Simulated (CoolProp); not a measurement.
Vapour-liquid equilibrium of isohexane (1) + benzene (2) at 63.35 °C; x and y are mole fractions of (1).

Model: multi-fluid Helmholtz-energy mixture model, Lemmon 2006 and Thol 2012; pair parameters Bell 2016, in CoolProp.

```tsv
x	bubble pressure, mixture model (MPa)	bubble pressure, Raoult's law (MPa)	y, mixture model	y, Raoult's law
0.05	0.06561	0.06140	0.145	0.091
0.125	0.07376	0.06538	0.290	0.214
0.2	0.08008	0.06936	0.389	0.322
0.275	0.08517	0.07335	0.465	0.419
0.35	0.08942	0.07733	0.528	0.506
0.425	0.09308	0.08131	0.584	0.585
0.5	0.09631	0.08530	0.637	0.656
0.575	0.09923	0.08928	0.688	0.720
0.65	0.1019	0.09326	0.739	0.780
0.725	0.1044	0.09725	0.792	0.834
0.8	0.1066	0.1012	0.846	0.884
0.875	0.1087	0.1052	0.902	0.930
0.95	0.1106	0.1092	0.960	0.973
```

The largest gap from Raoult's law is +16.1 % in bubble pressure, at x = 0.275. No azeotrope shows between x = 0.05 and 0.95.

The pair parameters rest on a limited set of measurements; away from them the model extrapolates.
